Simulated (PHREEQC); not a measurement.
Consider water at 25 °C with 0.094 mol/kgw H2SO4, 0.00039 mol/kgw CuSO4 and 0.094 mol/kgw MgSO4. It is in equilibrium with CO2 at log p = -2 (atm). Otherwise closed; pH follows from the charge balance.

All values are PHREEQC results (ion-association model, phreeqc.dat), not measurements.

Each row changes one thing in this solution. This is a speciation only: nothing precipitates in the calculation.

```json
[
 {"case": "as made", "pH": "1.17", "ionic strength (mol/kgw)": "0.289", "HSO4- (mol/kgw)": "0.102", "SO4-2 (mol/kgw)": "0.0448", "HCO3- (mol/kgw)": "3.08e-9", "(CO2)2 (mol/kgw)": "1.99e-9"},
 {"case": "CuSO4 left out", "pH": "1.17", "ionic strength (mol/kgw)": "0.288", "HSO4- (mol/kgw)": "0.102", "SO4-2 (mol/kgw)": "0.0446", "HCO3- (mol/kgw)": "3.08e-9", "(CO2)2 (mol/kgw)": "1.99e-9"},
 {"case": "0.013 mol/kgw MgCl2 added", "pH": "1.16", "ionic strength (mol/kgw)": "0.319", "HSO4- (mol/kgw)": "0.0991", "SO4-2 (mol/kgw)": "0.0439", "HCO3- (mol/kgw)": "3.02e-9", "(CO2)2 (mol/kgw)": "…"},
 {"case": "CuSO4 replaced by Fe2(SO4)3 at the same molality", "pH": "1.17", "ionic strength (mol/kgw)": "0.289", "HSO4- (mol/kgw)": "0.102", "SO4-2 (mol/kgw)": "0.0449", "HCO3- (mol/kgw)": "…", "(CO2)2 (mol/kgw)": "1.99e-9"},
 {"case": "0.0024 mol/kgw HNO3 added", "pH": "1.16", "ionic strength (mol/kgw)": "0.291", "HSO4- (mol/kgw)": "0.103", "SO4-2 (mol/kgw)": "0.0444", "HCO3- (mol/kgw)": "3.03e-9", "(CO2)2 (mol/kgw)": "1.99e-9"},
 {"case": "MgSO4 replaced by ZnSO4 at the same molality", "pH": "1.15", "ionic strength (mol/kgw)": "0.303", "HSO4- (mol/kgw)": "0.0970", "SO4-2 (mol/kgw)": "0.0411", "HCO3- (mol/kgw)": "2.93e-9", "(CO2)2 (mol/kgw)": "1.98e-9"},
 {"case": "diluted 5-fold with water", "pH": "…", "ionic strength (mol/kgw)": "0.0726", "HSO4- (mol/kgw)": "0.0148", "SO4-2 (mol/kgw)": "0.0154", "HCO3- (mol/kgw)": "9.80e-9", "(CO2)2 (mol/kgw)": "2.09e-9"},
 {"case": "temperature from 25 to 80 °C", "pH": "1.30", "ionic strength (mol/kgw)": "0.227", "HSO4- (mol/kgw)": "0.124", "SO4-2 (mol/kgw)": "0.0183", "HCO3- (mol/kgw)": "1.62e-9", "(CO2)2 (mol/kgw)": "1.05e-9"}
]
```

What belongs in the gaps?


- 0.013 mol/kgw MgCl2 added, (CO2)2 (mol/kgw): 1.97e-9
- CuSO4 replaced by Fe2(SO4)3 at the same molality, HCO3- (mol/kgw): 3.09e-9
- diluted 5-fold with water, pH: 1.72

Away from 25 °C the constants follow the database's enthalpies or fits; those with neither stay at their 25 °C values.
